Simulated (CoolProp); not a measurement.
Saturated liquid density (kg/m³) of propylene: the reference equation beside estimates from Tc = 364.2 K, pc = 4555 kPa, ω = 0.146. Rackett uses Z = 0.29056 − 0.08775 ω.

Model: reference Helmholtz-energy equation of state, Lemmon 2013, in CoolProp.

```json
[
 {"T (K)": "218.9", "reference": "618.2", "Rackett": "610.4", "Redlich-Kwong": "573.9", "Soave-Redlich-Kwong": "581.0", "Peng-Robinson": "656.1"},
 {"T (K)": "224.3", "reference": "611.6", "Rackett": "604.0", "Redlich-Kwong": "567.0", "Soave-Redlich-Kwong": "574.6", "Peng-Robinson": "649.1"},
 {"T (K)": "229.7", "reference": "604.9", "Rackett": "597.4", "Redlich-Kwong": "559.9", "Soave-Redlich-Kwong": "568.0", "Peng-Robinson": "641.9"},
 {"T (K)": "235.1", "reference": "598.0", "Rackett": "590.7", "Redlich-Kwong": "552.6", "Soave-Redlich-Kwong": "561.1", "Peng-Robinson": "634.5"},
 {"T (K)": "240.5", "reference": "591.1", "Rackett": "584.0", "Redlich-Kwong": "545.0", "Soave-Redlich-Kwong": "554.1", "Peng-Robinson": "626.8"},
 {"T (K)": "245.9", "reference": "584.1", "Rackett": "577.0", "Redlich-Kwong": "537.3", "Soave-Redlich-Kwong": "546.7", "Peng-Robinson": "618.7"},
 {"T (K)": "251.4", "reference": "576.7", "Rackett": "569.8", "Redlich-Kwong": "529.2", "Soave-Redlich-Kwong": "539.0", "Peng-Robinson": "610.3"},
 {"T (K)": "256.8", "reference": "569.4", "Rackett": "562.6", "Redlich-Kwong": "520.9", "Soave-Redlich-Kwong": "531.1", "Peng-Robinson": "601.6"},
 {"T (K)": "262.2", "reference": "561.9", "Rackett": "555.2", "Redlich-Kwong": "512.4", "Soave-Redlich-Kwong": "523.0", "Peng-Robinson": "592.6"}
]
```

Absolute difference from the reference over all 9 rows, mean and median: Rackett 1.2 and 1.2 %, Redlich-Kwong 7.9 and 7.8 %, Soave-Redlich-Kwong 6.4 and 6.3 %, Peng-Robinson 5.9 and 6.0 %.
